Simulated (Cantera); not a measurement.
Input: 1 mol Si3H8, 4.2 mol HCl, 10 mol H2, held at 1.00 bar.

These are equilibrium values from Cantera (NASA tables, ideal gas, pure condensed phases), not measurements of a reactor. Candidate condensed phases: Si; 19 gas species. The feed counts by its element totals alone. The tables' values for SiCl3 are old estimates; treat these amounts as uncertain. Equilibrium is a limit: real reactors are often held back by kinetics, nucleation or transport. All values below are at 927 °C.

Base state: H2 0.904, HCl 0.0350, SiCl4 0.0308, SiHCl3 0.0216, SiCl3 0.00335, SiCl2 0.00320, SiH2Cl2 0.00199, SiH3Cl 5.01e-5 (mole fractions); condensed: Si(s).

### Question
What changes in the equilibrium state with this change: HCl from 4.2 to 0.045 mol?

### Answer
```tsv
species	before	after
H2	0.904	0.997
HCl	0.0350	0.00307
SiCl2	0.00320	2.24e-5
SiCl4	0.0308	1.50e-6
SiHCl3	0.0216	1.33e-5
SiCl3	0.00335	1.96e-6
SiH2Cl2	0.00199	1.53e-5
SiH3Cl	5.01e-5	4.85e-6
Si(s), mol	1.95	3.00
```
